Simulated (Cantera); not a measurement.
A closed system holds: 1 mol C3H6, 0.011 mol O2, equilibrated at 0.610 bar.

Cantera equilibrium calculation (NASA polynomials, part measured and part estimated; ideal gas, pure solids and liquids). Candidate condensed phases: C, C6H6, C7H8, C8H18, H2O; 110 gas species. Rates play no part.

x: gas mole fraction; n: condensed amount in mol.

| T (K) | x H2 | x CO | x H | x CH4 | x C2H2 (acetylene) | x CH3 | n C(graphite) |
|---|---|---|---|---|---|---|---|
| 1448 | 0.991 | 0.00728 | 1.17e-5 | 0.00200 | 4.71e-6 | 4.77e-7 | 2.97 |
| 1498 | 0.991 | 0.00728 | 2.19e-5 | 0.00155 | 8.73e-6 | 6.96e-7 | 2.97 |
| 1548 | 0.991 | 0.00728 | 3.93e-5 | 0.00123 | 1.56e-5 | 9.90e-7 | 2.97 |
| 1598 | 0.992 | 0.00728 | … | … | … | … | 2.97 |
| 1648 | 0.992 | 0.00728 | … | … | … | … | 2.98 |
| 1698 | 0.992 | 0.00728 | 0.000184 | 0.000662 | 7.15e-5 | 2.50e-6 | 2.98 |
| 1748 | 0.992 | 0.00728 | 0.000291 | 0.000552 | 0.000112 | 3.29e-6 | 2.98 |
| 1798 | 0.992 | 0.00728 | 0.000449 | 0.000465 | 0.000171 | 4.26e-6 | 2.98 |
| 1848 | 0.991 | 0.00728 | 0.000676 | 0.000395 | 0.000255 | 5.43e-6 | 2.98 |
| 1898 | 0.991 | 0.00728 | 0.000996 | 0.000339 | 0.000373 | 6.83e-6 | 2.97 |
| 1948 | 0.990 | 0.00728 | 0.00144 | 0.000293 | 0.000534 | 8.48e-6 | 2.97 |
| 1998 | 0.990 | 0.00727 | 0.00204 | 0.000255 | 0.000750 | 1.04e-5 | 2.97 |
| 2048 | 0.989 | 0.00727 | 0.00285 | 0.000223 | 0.00104 | 1.27e-5 | 2.97 |
| 2098 | 0.987 | 0.00727 | 0.00391 | 0.000197 | 0.00141 | 1.52e-5 | 2.97 |

Question: Some entries are withheld; supply them.

Answer: 
- 1598, x H: 6.79e-5
- 1598, x CH4: 0.000988
- 1598, x C2H2 (acetylene): 2.67e-5
- 1598, x CH3: 1.38e-6
- 1648, x H: 0.000114
- 1648, x CH4: 0.000804
- 1648, x C2H2 (acetylene): 4.44e-5
- 1648, x CH3: 1.87e-6
